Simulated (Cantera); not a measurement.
A perfectly stirred reactor is fed with H2 : O2 = 0.062 : 1 (molar parts), equivalence ratio 0.031, at 1330 Pa; it is held at 948 K, and followed from long to short residence time.

Cantera simulation using the H2/O2 subset of GRI-Mech 3.0, which has no nitrogen chemistry; the numbers are that mechanism's predictions, not measurements. Radical loss at walls, strong at low pressure, is not modelled. Below about 950 K walls govern HO2 and H2O2 in real vessels. The temperature is held fixed by assumption; the heat of reaction is taken as removed at once.

Problem. What does this change do: pressure from 1330 Pa to 970 Pa?

Solution. 
```
quantity                before    after
---------------------  -------  -------
x(H2) at τ = 0.430 s   0.00122  0.00131
x(O2) at τ = 0.430 s     0.938    0.937
x(HO2) at τ = 0.430 s  5.60e-6  4.67e-6
x(H2O) at τ = 0.430 s   0.0584   0.0581
x(O) at τ = 0.430 s    0.00160  0.00238
x(H2) at τ = 19.0 ms   0.00689  0.00773
x(O2) at τ = 19.0 ms     0.930    0.926
x(HO2) at τ = 19.0 ms  9.15e-6  6.82e-6
x(H2O) at τ = 19.0 ms   0.0492   0.0467
x(O) at τ = 19.0 ms    0.00717  0.00945
```

Problem. What does this change do: temperature 948 to 1223 K?

Solution. 
```csv
quantity,before,after
x(H2) at τ = 0.430 s,0.00122,0.000325
x(O2) at τ = 0.430 s,0.938,0.933
x(HO2) at τ = 0.430 s,5.60e-6,2.11e-6
x(H2O) at τ = 0.430 s,0.0584,0.0584
x(O) at τ = 0.430 s,0.00160,0.00585
x(H2) at τ = 19.0 ms,0.00689,0.00182
x(O2) at τ = 19.0 ms,0.930,0.911
x(HO2) at τ = 19.0 ms,9.15e-6,3.56e-6
x(H2O) at τ = 19.0 ms,0.0492,0.0521
x(O) at τ = 19.0 ms,0.00717,0.0247
```
